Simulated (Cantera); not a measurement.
Feed: 1 mol (CH₃)₂SiCl₂, 11 mol H₂, held at 1300 Pa.

Equilibrium computed with Cantera from the NASA thermochemical tables; the gas is ideal and each condensed phase is pure. Candidate condensed phases: C, C₆H₆, C₇H₈, C₈H₁₈, Si, SiC; 109 gas species. The feed counts by its element totals alone. The tables' values for SiCl, SiCl₃ are old estimates; treat these amounts as uncertain. Rates play no part.

x: gas mole fraction; n: condensed amount in mol.

```
T (°C)   x H₂  x HCl       x H  x SiCl₂      x Cl  x C₂H₂ (acetylene)  n C(graphite)  n SiC(s)
------  -----  -----  --------  -------  --------  ------------------  -------------  --------
1052    0.867  0.133   1.34e-5        ?   1.71e-6             7.38e-7           1.00     0.996
1102    0.867  0.133   2.80e-5        ?   3.55e-6             1.54e-6           1.00     0.996
1152    0.867  0.133   5.57e-5        ?   6.98e-6             3.06e-6           1.00     0.995
1202    0.867  0.132  0.000106        ?   1.31e-5             5.78e-6           1.01     0.993
1252    0.867  0.132  0.000193        ?   2.36e-5             1.05e-5           1.01     0.992
1302    0.867  0.132  0.000339        ?   4.10e-5             1.83e-5           1.01     0.990
1352    0.867  0.132  0.000576        ?   6.89e-5             3.08e-5           1.01     0.988
1402    0.867  0.131  0.000948        ?  0.000112             5.03e-5           1.01     0.985
1452    0.866  0.131   0.00152        ?  0.000177             7.98e-5           1.01     0.983
1502    0.866  0.130   0.00236        ?  0.000273            0.000123           1.02     0.979
1552    0.865  0.129   0.00359        ?  0.000410            0.000186           1.02     0.976
1602    0.863  0.129   0.00534        ?  0.000603            0.000273           1.02     0.972
1652    0.861  0.128   0.00778        ?  0.000868            0.000394           1.02     0.968
```

Question: Some entries are withheld; supply them.

Answer: 
- 1052, x SiCl₂: 0.000187
- 1102, x SiCl₂: 0.000251
- 1152, x SiCl₂: 0.000328
- 1202, x SiCl₂: 0.000420
- 1252, x SiCl₂: 0.000529
- 1302, x SiCl₂: 0.000655
- 1352, x SiCl₂: 0.000800
- 1402, x SiCl₂: 0.000963
- 1452, x SiCl₂: 0.00114
- 1502, x SiCl₂: 0.00134
- 1552, x SiCl₂: 0.00156
- 1602, x SiCl₂: 0.00179
- 1652, x SiCl₂: 0.00204
